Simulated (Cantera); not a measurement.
Charge: 1 mol HgO, 4.8 mol H2, 0.21 mol N2, held at 1450 K and 0.310 bar.

Cantera equilibrium calculation (NASA polynomials, part measured and part estimated; ideal gas, pure solids and liquids). Candidate condensed phases: H2O, Hg, HgO; 25 gas species. Equilibrium is a limit: real reactors are often held back by kinetics, nucleation or transport.

Question: What is the equilibrium state?

Answer: 
```json
{
  "x(H2)": "0.632",
  "x(Hg)": "0.166",
  "x(H2O)": "0.166",
  "x(N2)": "0.0349",
  "x(H)": "1.35e-5",
  "x(NH3)": "2.11e-6",
  "gas_amount": "6.010 mol",
  "log10 activity of Hg(l) (absent)": "-3.97"
}
```
